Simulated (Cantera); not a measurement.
## Ignition delay

Mixture: CH4 : O2 : N2 : CO2 = 1 : 4.35 : 20.4 : 7.2 (molar parts), equivalence ratio 0.46, at 280000 Pa, adiabatic and at constant volume. Ignition delay is the time to a rise of 400 K.

Cantera simulation using GRI-Mech 3.0 (53 species, 325 reactions); the numbers are that mechanism's predictions, not measurements.

```tsv
T0 (K)	delay (ms)
1198	20.6
1273	7.96
1348	3.28
1423	1.44
1498	0.672
1573	0.340
1648	0.188
```

The apparent activation energy between 1498 and 1648 K is 170 kJ/mol.
